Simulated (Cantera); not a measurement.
Input (Python, Cantera) and output of one run.

```python
import numpy as np
import cantera as ct

gas_names = [...]  # 109 gases of nasa_gas.yaml made of C, Cl, H, Si
cond_names = """
    C(gr) C6H6(L) C7H8(L) C8H18(L),n-octa Si(cr) Si(L) SiC(b)
""".split()


# ... load() reads the species with a 1 bar reference pressure and builds the phases ...
atoms = {
    '(CH3)2SiCl2': {'C': 2, 'H': 6, 'Si': 1, 'CL': 2},
    'C3H8': {'C': 3, 'H': 8},
    'H2': {'H': 2},
    'CH4': {'C': 1, 'H': 4},
}
top_T = {'C(gr)': 4500, 'SiC(b)': 3050}  # K; cautious upper limits of use, not melting points


# ... equilibrate(T, P, feed) seeds the gas with the atoms and calls Mixture.equilibrate('TP', solver="vcs", rtol=1e-11, max_steps=5000) ...
results = []
feed = {'(CH3)2SiCl2': 1, 'C3H8': 0.0076, 'H2': 3.7, 'CH4': 0.75}  # mol
T = 2148.15  # K
P = 133.322  # Pa
mix = equilibrate(T, P, feed)
results.append((T, P, feed, dict(zip(mix.species_names, mix.species_moles))))
print(gas.report(threshold=1e-06))
for i in range(1, mix.n_phases):
    print(f"{mix.phase(i).name:16s} {mix.phase_moles(i):12.5e} mol")
```

Result:

```
       temperature   2148.2 K
          pressure   133.32 Pa
           density   7.1745e-05 kg/m^3
  mean mol. weight   9.6115 kg/kmol
   phase of matter   gas

                          1 kg             1 kmol
                     ---------------   ---------------
          enthalpy        7.4183e+06        7.1301e+07  J
   internal energy        5.5601e+06         5.344e+07  J
           entropy             27391        2.6326e+05  J/K
    Gibbs function       -5.1421e+07       -4.9423e+08  J
 heat capacity c_p            3480.5             33452  J/K
 heat capacity c_v            2615.4             25138  J/K

                      mass frac. Y      mole frac. X     chem. pot. / RT
                     ---------------   ---------------   ---------------
               C2H        1.4183e-05        5.4464e-06           -19.189
             C2HCL        1.1887e-05        1.8891e-06           -45.967
    C2H2,acetylene         0.0035989         0.0013285           -32.537
              C4H2        5.3841e-06        1.0337e-06           -38.377
                CL          0.061922          0.016789           -26.779
                 H         0.0099753          0.095116           -13.349
               HCL           0.63414           0.16718           -40.127
                H2           0.14538           0.69313           -26.697
                Si          0.044065           0.01508           -8.6822
              SiC2         0.0064187          0.001184           -14.522
              SiCL          0.011173         0.0016902           -35.461
             SiCL2          0.077096          0.007486           -62.239
             SiCL3        0.00010873        7.7737e-06           -89.018
               SiH        0.00068092        0.00022496           -22.031
              SiH2        4.6057e-05        1.4706e-05           -35.379
               Si2        0.00011605        1.9857e-05           -17.364
              Si2C         0.0052303        0.00073732           -20.284
     [  +92 minor]        1.4076e-05        3.7405e-06

C(gr)             1.98629e+00 mol
Si(L)             0.00000e+00 mol
SiC(b)            7.28846e-01 mol
```

These are equilibrium values from Cantera (NASA tables, ideal gas, pure condensed phases), not measurements of a reactor. The feed counts by its element totals alone. The tables' values for SiCl are old estimates; treat these amounts as uncertain. Gases not in the tables: Si2H6 and higher silanes.
